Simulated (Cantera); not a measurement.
A perfectly stirred reactor is fed with H₂ : O₂ : N₂ = 0.52 : 1 : 1.6 (molar parts), equivalence ratio 0.26, at 0.780 atm; it is held at 1250 K, and followed from long to short residence time.

Cantera simulation using GRI-Mech 3.0 (53 species, 325 reactions); the numbers are that mechanism's predictions, not measurements. The temperature is held fixed by assumption; the heat of reaction is taken as removed at once.

Q: What does this change do: temperature 1250 to 1023 K?

A: 
```
quantity                 before     after
---------------------  --------  --------
x(H₂) at τ = 23.0 s     9.19e-6  0.000670
x(O₂) at τ = 23.0 s       0.259     0.259
x(NO) at τ = 23.0 s     4.00e-7   1.35e-9
x(N₂O) at τ = 23.0 s    3.25e-7   3.61e-7
x(O) at τ = 23.0 s      1.34e-6   2.42e-7
x(H₂) at τ = 0.300 s   0.000172    0.0121
x(O₂) at τ = 0.300 s      0.259     0.263
x(NO) at τ = 0.300 s    2.97e-7  3.70e-10
x(N₂O) at τ = 0.300 s   8.38e-7   8.25e-8
x(O) at τ = 0.300 s     2.72e-5   3.11e-6
```

Q: What does this change do: temperature 1250 to 775 K?

A: 
```json
[
 {"quantity": "x(H₂) at τ = 23.0 s", "before": "9.19e-6", "after": "0.165"},
 {"quantity": "x(O₂) at τ = 23.0 s", "before": "0.259", "after": "0.320"},
 {"quantity": "x(NO) at τ = 23.0 s", "before": "4.00e-7", "after": "<1e-12"},
 {"quantity": "x(N₂O) at τ = 23.0 s", "before": "3.25e-7", "after": "1.35e-11"},
 {"quantity": "x(O) at τ = 23.0 s", "before": "1.34e-6", "after": "5.05e-11"},
 {"quantity": "x(H₂) at τ = 0.300 s", "before": "0.000172", "after": "0.167"},
 {"quantity": "x(O₂) at τ = 0.300 s", "before": "0.259", "after": "0.321"},
 {"quantity": "x(NO) at τ = 0.300 s", "before": "2.97e-7", "after": "<1e-12"},
 {"quantity": "x(N₂O) at τ = 0.300 s", "before": "8.38e-7", "after": "<1e-12"},
 {"quantity": "x(O) at τ = 0.300 s", "before": "2.72e-5", "after": "<1e-12"}
]
```
Below about 950 K walls govern HO2 and H2O2 in real vessels.
